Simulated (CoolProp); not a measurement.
Saturation properties of chlorine (Tc = 143.7 °C, pc = 7.642 MPa, ω = 0.070).

The numbers come from the reference Helmholtz-energy equation of state, Thol 2021 in CoolProp.

```tsv
T (°C)	p (MPa)	liquid density (kg/m³)	liquid cp (kJ/(kg K))
48.75	1.405	1316	1.041
53.55	[?]	1299	1.054
58.35	[?]	1282	1.068
63.25	[?]	1264	1.084
68.05	2.135	1246	1.102
72.85	2.352	1228	[?]
77.65	2.584	[?]	1.144
82.45	2.832	1189	1.170
87.25	3.095	1169	1.199
92.15	3.381	1147	1.235
96.95	3.679	1124	1.276
101.75	3.995	1101	1.326
106.55	4.329	1076	1.387
111.35	4.682	1049	1.466
116.15	5.055	1020	1.570
```

Q: Some entries are withheld; supply them.

A: 
- 53.55, p (MPa): 1.566
- 58.35, p (MPa): 1.741
- 63.25, p (MPa): 1.933
- 72.85, liquid cp (kJ/(kg K)): 1.121
- 77.65, liquid density (kg/m³): 1209

It boils at -34.0 °C under 1 atm.
